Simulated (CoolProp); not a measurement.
A single-stage vapour-compression cycle with the fluid: evaporating at 274.15 K (dew point), condensing at 339.15 K (bubble point), superheat 5 K, subcooling 8 K, compressor efficiency 0.6, no pressure losses. The same conditions are run with several fluids, on thermodynamics alone (safety and materials aside).

The numbers come from the reference Helmholtz-energy equation of state of each fluid (R142b: Lemmon 2006; ammonia: Gao 2020; propylene: Lemmon 2013; R236EA: Rui 2013; R365MFC: Lemmon 2016; dimethyl ether: Wu 2011) in CoolProp.

Question: Rank R142b, ammonia, propylene, R236EA, R365MFC, dimethyl ether by cooling COP, highest first.

Answer: dimethyl ether (1.99), R142b (1.98), ammonia (1.97), R365MFC (1.96), R236EA (1.85), propylene (1.75)

| fluid | pressure ratio | discharge temperature (K) | refrigerating effect (kJ/kg) | volumetric capacity (kJ/m³) |
|---|---|---|---|---|
| R142b | 6.73 | 373.7 | 146 | 997 |
| ammonia | 6.77 | 504.9 | 995 | 3480 |
| propylene | 4.74 | 379.1 | 229 | 2830 |
| R236EA | 8.65 | 350.4 | 99.6 | 552 |
| R365MFC | 12.2 | 349.8 | 131 | 165 |
| dimethyl ether | 6.00 | 389.4 | 300 | 1760 |
